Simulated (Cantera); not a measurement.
Cantera run, input and output.

```python
import numpy as np
import cantera as ct

gas = ct.Solution("gri30.yaml")
gas.TPX = 2075, 12000, {'NO': 1, 'N2': 0.73}
inlet = ct.Reservoir(gas, clone=True)

reactor = ct.IdealGasConstPressureReactor(gas, energy="off", clone=False)
exhaust = ct.Reservoir(gas, clone=True)
tau = [2.7, 1.2, 0.5, 0.21, 0.092, 0.04, 0.017, 0.0073, 0.0031, 0.0014, 0.00058][0]
for a, b in ((inlet, reactor), (reactor, exhaust)):
    ct.MassFlowController(a, b, mdot=lambda t: reactor.mass / tau)
net = ct.ReactorNet([reactor])
show = ['NO', 'N2', 'O', 'N2O', 'NO2']

rows = []
print(f"{'tau/s':>10s}{'T/K':>9s}" + "".join(f"{s:>11s}" for s in show))
for tau in [2.7, 1.2, 0.5, 0.21, 0.092, 0.04, 0.017, 0.0073, 0.0031, 0.0014, 0.00058]:
    net.initial_time = 0.0
    net.advance(30 * tau)
    before = gas.X
    net.advance(40 * tau)
    drift = np.max(np.abs(gas.X - before) / (gas.X + 1e-9))
    rows.append([gas.T, *gas[show].X, drift])
    print(f"{tau:10.3e}{gas.T:9.1f}" + "".join(f"{x:11.3e}" for x in gas[show].X))
```

Output:

```
     tau/s      T/K         NO         N2          O        N2O        NO2
 2.700e+00   2075.0  1.917e-01  6.146e-01  1.507e-03  1.256e-05  9.666e-05
 1.200e+00   2075.0  3.052e-01  5.579e-01  1.289e-03  3.313e-05  1.293e-04
 5.000e-01   2075.0  4.319e-01  4.946e-01  9.875e-04  7.074e-05  1.349e-04
 2.100e-01   2075.0  5.143e-01  4.535e-01  7.211e-04  1.063e-04  1.107e-04
 9.200e-02   2075.0  5.512e-01  4.351e-01  5.558e-04  1.260e-04  8.600e-05
 4.000e-02   2075.0  5.668e-01  4.273e-01  4.586e-04  1.332e-04  6.951e-05
 1.700e-02   2075.0  5.735e-01  4.240e-01  3.903e-04  1.308e-04  5.843e-05
 7.300e-03   2075.0  5.762e-01  4.227e-01  3.182e-04  1.185e-04  4.789e-05
 3.100e-03   2075.0  5.773e-01  4.222e-01  2.181e-04  9.446e-05  3.326e-05
 1.400e-03   2075.0  5.777e-01  4.220e-01  1.184e-04  6.507e-05  1.754e-05
 5.800e-04   2075.0  5.779e-01  4.220e-01  4.842e-05  3.564e-05  6.009e-06
```

Cantera simulation using GRI-Mech 3.0 (53 species, 325 reactions); the numbers are that mechanism's predictions, not measurements.
